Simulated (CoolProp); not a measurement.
Vapour-liquid equilibrium of diethyl ether (1) + benzene (2) at 337.6 K; x and y are mole fractions of (1).

Model: multi-fluid Helmholtz-energy mixture model, Thol 2014 and Thol 2012; pair parameters Bell 2016, in CoolProp.

Question: Give the bubble pressure and the first vapour's composition at x = 0.5, 0.8, 0.95. Is there an azeotrope?

Answer: x = 0.5: 0.1596 MPa, y = 0.798; x = 0.8: 0.2211 MPa, y = 0.940; x = 0.95: 0.2529 MPa, y = 0.987. No azeotrope shows between x = 0.05 and 0.95.

Pair parameters are fitted to limited data, so mixtures are less certain than the pure fluids.
